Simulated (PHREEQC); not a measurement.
Consider water at 25 °C with 18 mmol/kgw HNO3, 7.4 mmol/kgw ZnSO4 and 0.45 mmol/kgw MnSO4. Closed to the air; pH follows from the charge balance.

Model: ion-association model, phreeqc.dat, run in PHREEQC.

```json
{
 "pH": "1.88",
 "ionic_strength": "0.0383 mol/kgw",
 "specific_conductance": "6950 µS/cm",
 "total_alkalinity": "-18.0 meq/kg"
}
```

```json
[
 {"species": "NO3-", "molality": "0.0180", "activity": "0.0148", "log γ": "-0.084"},
 {"species": "H+", "molality": "0.0152", "activity": "0.0132", "log γ": "-0.063"},
 {"species": "Zn+2", "molality": "0.00608", "activity": "0.00303", "log γ": "-0.302"},
 {"species": "SO4-2", "molality": "0.00365", "activity": "0.00181", "log γ": "-0.304"},
 {"species": "HSO4-", "molality": "0.00278", "activity": "0.00232", "log γ": "-0.078"},
 {"species": "ZnSO4", "molality": "0.00128", "activity": "0.00129", "log γ": "0.004"},
 {"species": "Mn+2", "molality": "0.000386", "activity": "0.000199", "log γ": "-0.288"}
]
```

Precipitation was switched off in this run. Complexes and solids missing from the database can't appear.
